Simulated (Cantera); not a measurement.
**Fe + H2S + N2 (metals in furnace atmospheres)**

Feed: 1 mol Fe, 0.0052 mol H2S, 2.6 mol N2, equilibrated at 10000 Pa.

These are equilibrium values from Cantera (NASA tables, ideal gas, pure condensed phases), not measurements of a reactor. Candidate condensed phases: Fe, FeS, FeS2, S; 16 gas species. Metal and sulfide melt together well below either melting point, which pure phases cannot show. Mutual solubility and eutectic melting of coexisting phases are not modelled. FeS: taken at fixed stoichiometry. Gases not in the tables: S3 to S7. The numbers say what is thermodynamically allowed, not how fast it happens.

From 450 °C to 850 °C the condensed part is Fe(α) + FeS(s). From 950 °C to 1150 °C the condensed part is Fe(γ) + FeS(s). From 1250 °C to 1350 °C the condensed part is Fe(γ) + FeS(l). At 1450 °C the condensed part is Fe(δ). At 1550 °C the condensed part is Fe(l).

| T (°C) | x N2 | x H2 | x S2 | x Fe | x S | x SH | n Fe(α) | n FeS(s) | n Fe(γ) | n FeS(l) | n Fe(δ) | n Fe(l) |
|---|---|---|---|---|---|---|---|---|---|---|---|---|
| 450 | 0.998 | 0.00200 | <1e-12 | <1e-12 | <1e-12 | <1e-12 | 0.995 | 0.00520 | 0 | 0 | 0 | 0 |
| 550 | 0.998 | 0.00200 | <1e-12 | <1e-12 | <1e-12 | 2.47e-12 | 0.995 | 0.00520 | 0 | 0 | 0 | 0 |
| 650 | 0.998 | 0.00199 | 2.92e-11 | <1e-12 | <1e-12 | 9.35e-11 | 0.995 | 0.00520 | 0 | 0 | 0 | 0 |
| 750 | 0.998 | 0.00199 | 1.52e-9 | <1e-12 | 1.53e-12 | 1.75e-9 | 0.995 | 0.00519 | 0 | 0 | 0 | 0 |
| 850 | 0.998 | 0.00199 | 4.10e-8 | 3.12e-11 | 7.64e-11 | 1.98e-8 | 0.995 | 0.00519 | 0 | 0 | 0 | 0 |
| 950 | 0.998 | 0.00199 | 6.52e-7 | 1.06e-9 | 2.03e-9 | 1.51e-7 | 0 | 0.00517 | 0.995 | 0 | 0 | 0 |
| 1050 | 0.998 | 0.00198 | 6.77e-6 | 2.08e-8 | 3.27e-8 | 8.46e-7 | 0 | 0.00512 | 0.995 | 0 | 0 | 0 |
| 1150 | 0.998 | 0.00197 | 4.98e-5 | 2.67e-7 | 3.54e-7 | 3.67e-6 | 0 | 0.00487 | 0.995 | 0 | 0 | 0 |
| 1250 | 0.998 | 0.00196 | 0.000226 | 2.43e-6 | 2.51e-6 | 1.18e-5 | 0 | 0 | 0.996 | 0.00391 | 0 | 0 |
| 1350 | 0.997 | 0.00194 | 0.000742 | 1.67e-5 | 1.31e-5 | 3.05e-5 | 0 | 0 | 0.999 | 0.00113 | 0 | 0 |
| 1450 | 0.997 | 0.00193 | 0.000941 | 9.13e-5 | 3.76e-5 | 4.71e-5 | 0 | 0 | 0 | 0 | 1.000 | 0 |
| 1550 | 0.997 | 0.00191 | 0.000914 | 0.000407 | 8.53e-5 | 6.14e-5 | 0 | 0 | 0 | 0 | 0 | 0.999 |
x: gas mole fraction; n: condensed amount in mol.
